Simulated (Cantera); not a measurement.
Equilibrium for titanium nitride, carbide and oxide coatings: Ti(OiPr)4 + N2 + H2

Input: 1 mol Ti(OiPr)4, 1.6 mol N2, 3.9 mol H2, at 57.0 Pa.

These are equilibrium values from Cantera (NASA tables, ideal gas, pure condensed phases), not measurements of a reactor. Candidate condensed phases: C, C6H6, C7H8, C8H18, H2O, Ti, TiC, TiN, TiO, TiO2, Ti2O3, Ti3O5, Ti4O7; 139 gas species. The feed counts by its element totals alone. TiC: taken at fixed stoichiometry. Equilibrium is a limit: real reactors are often held back by kinetics, nucleation or transport.

From 1473 K to 2123 K the condensed part is C(graphite) + TiC(s).

```json
[
 {"T (K)": "1473", "log p H2": "-3.36", "log p CO": "-4.01", "log p H": "-6.58", "log p N2": "-4.41", "log p HCN": "-6.95", "n C(graphite)": "7.00", "n TiC(s)": "1.00"},
 {"T (K)": "1523", "log p H2": "-3.36", "log p CO": "-4.01", "log p H": "-6.32", "log p N2": "-4.41", "log p HCN": "-6.79", "n C(graphite)": "6.99", "n TiC(s)": "1.00"},
 {"T (K)": "1573", "log p H2": "-3.36", "log p CO": "-4.01", "log p H": "-6.07", "log p N2": "-4.41", "log p HCN": "-6.65", "n C(graphite)": "6.99", "n TiC(s)": "1.00"},
 {"T (K)": "1623", "log p H2": "-3.36", "log p CO": "-4.01", "log p H": "-5.84", "log p N2": "-4.41", "log p HCN": "-6.52", "n C(graphite)": "6.99", "n TiC(s)": "1.00"},
 {"T (K)": "1673", "log p H2": "-3.36", "log p CO": "-4.01", "log p H": "-5.63", "log p N2": "-4.41", "log p HCN": "-6.39", "n C(graphite)": "6.98", "n TiC(s)": "1.00"},
 {"T (K)": "1723", "log p H2": "-3.37", "log p CO": "-4.01", "log p H": "-5.42", "log p N2": "-4.42", "log p HCN": "-6.27", "n C(graphite)": "6.97", "n TiC(s)": "1.00"},
 {"T (K)": "1773", "log p H2": "-3.37", "log p CO": "-4.02", "log p H": "-5.23", "log p N2": "-4.42", "log p HCN": "-6.16", "n C(graphite)": "6.97", "n TiC(s)": "1.00"},
 {"T (K)": "1823", "log p H2": "-3.37", "log p CO": "-4.02", "log p H": "-5.05", "log p N2": "-4.42", "log p HCN": "-6.06", "n C(graphite)": "6.95", "n TiC(s)": "1.000"},
 {"T (K)": "1873", "log p H2": "-3.37", "log p CO": "-4.02", "log p H": "-4.88", "log p N2": "-4.42", "log p HCN": "-5.96", "n C(graphite)": "6.94", "n TiC(s)": "1.000"},
 {"T (K)": "1923", "log p H2": "-3.38", "log p CO": "-4.02", "log p H": "-4.72", "log p N2": "-4.43", "log p HCN": "-5.87", "n C(graphite)": "6.93", "n TiC(s)": "1.000"},
 {"T (K)": "1973", "log p H2": "-3.39", "log p CO": "-4.02", "log p H": "-4.56", "log p N2": "-4.43", "log p HCN": "-5.79", "n C(graphite)": "6.91", "n TiC(s)": "1.000"},
 {"T (K)": "2023", "log p H2": "-3.40", "log p CO": "-4.03", "log p H": "-4.42", "log p N2": "-4.44", "log p HCN": "-5.71", "n C(graphite)": "6.88", "n TiC(s)": "1.000"},
 {"T (K)": "2073", "log p H2": "-3.41", "log p CO": "-4.03", "log p H": "-4.29", "log p N2": "-4.45", "log p HCN": "-5.64", "n C(graphite)": "6.85", "n TiC(s)": "1.000"},
 {"T (K)": "2123", "log p H2": "-3.43", "log p CO": "-4.04", "log p H": "-4.16", "log p N2": "-4.46", "log p HCN": "-5.58", "n C(graphite)": "6.82", "n TiC(s)": "1.000"}
]
```
log p: log10 of the partial pressure in bar; n: condensed amount in mol.
